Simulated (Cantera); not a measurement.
# Hydrocarbon pyrolysis for carbon deposition

An isothermal, constant-pressure homogeneous reactor starts with C₃H₈ : H₂ = 1 : 1.4 (molar parts), at 1598 K and 0.210 bar.

Detailed kinetics in Cantera: GRI-Mech 3.0 (53 species, 325 reactions). GRI-Mech 3.0 was tuned for natural gas; its chemistry of propane as a main component is partial and can be far from experiment. GRI-Mech 3.0 stops at C3 and has no aromatics, soot or wall deposition, so with more carbon than oxygen in the feed, carbon stays in small species such as C2H2 where larger ones or solid carbon would form.

| t (s) | x C₃H₈ | x H₂ | x CH₂ | x H | x CH₄ | x C₂H |
|---|---|---|---|---|---|---|
| 0.000200 | 0.00226 | 0.487 | 1.61e-6 | 0.000416 | 0.212 | 1.74e-7 |
| 0.000665 | 1.07e-5 | 0.514 | 2.13e-7 | 0.000138 | 0.205 | 9.71e-8 |
| 0.00221 | 2.29e-7 | 0.537 | 4.29e-8 | 6.11e-5 | 0.196 | 5.68e-8 |
| 0.00737 | 8.23e-8 | 0.565 | 3.01e-8 | 5.52e-5 | 0.183 | 6.48e-8 |
| 0.0245 | 3.42e-8 | 0.588 | 3.21e-8 | 6.24e-5 | 0.169 | 8.27e-8 |
| 0.0816 | 2.38e-8 | 0.605 | 3.01e-8 | 6.58e-5 | 0.149 | 8.73e-8 |
| 0.271 | 1.16e-8 | 0.638 | 2.43e-8 | 7.34e-5 | 0.106 | 9.59e-8 |
| 0.903 | 3.32e-9 | 0.680 | 1.53e-8 | 8.69e-5 | 0.0521 | 1.12e-7 |
| 3.01 | 1.21e-9 | 0.702 | 8.45e-9 | 9.68e-5 | 0.0237 | 1.23e-7 |
| 10.0 | 1.02e-9 | 0.705 | 7.45e-9 | 9.82e-5 | 0.0203 | 1.25e-7 |
x: mole fraction; the columns are a selection and need not sum to one.

Equilibrium at this temperature and pressure: C₃H₈ 1.02e-9, H₂ 0.705, CH₂ 7.44e-9, H 9.82e-5, CH₄ 0.0203, C₂H 1.25e-7 (gas phase only).
